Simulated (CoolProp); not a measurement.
Vapour-liquid equilibrium of propylene (1) + R134a (2) at 0.0236 MPa; x and y are mole fractions of (1).

Values from CoolProp's multi-fluid Helmholtz-energy mixture model, Lemmon 2013 and Tillner-Roth 1994; pair parameters Bell 2016.

```tsv
x	bubble temperature, mixture model (K)	bubble temperature, Raoult's law (K)	y, mixture model	y, Raoult's law
0.05	[?]	217.7	0.409	0.148
0.125	205.2	215.2	0.646	0.327
0.2	201.8	213.0	0.738	0.467
0.275	200.1	210.9	[?]	0.577
0.35	199.1	209.1	0.801	0.666
0.425	198.7	207.4	[?]	0.737
0.5	198.4	205.8	[?]	0.795
0.575	198.3	204.4	0.825	0.843
0.65	198.1	203.1	0.831	0.882
0.725	197.9	201.8	0.841	0.916
0.8	197.8	200.7	0.857	0.944
0.875	[?]	199.6	0.887	0.968
0.95	197.7	198.6	0.940	0.988
```

### Question
Complete the blanks.

### Answer

- 0.05, bubble temperature, mixture model (K): 211.8
- 0.275, y, mixture model: 0.780
- 0.425, y, mixture model: 0.813
- 0.5, y, mixture model: 0.819
- 0.875, bubble temperature, mixture model (K): 197.6

The largest gap from Raoult's law is -11.2 K in bubble temperature, at x = 0.2. y crosses x between x = 0.875 and 0.95: the model has an azeotrope there.

Pair parameters are fitted to limited data, so mixtures are less certain than the pure fluids. With so large a gap from Raoult's law the liquid may split in two, which this calculation doesn't test in full.
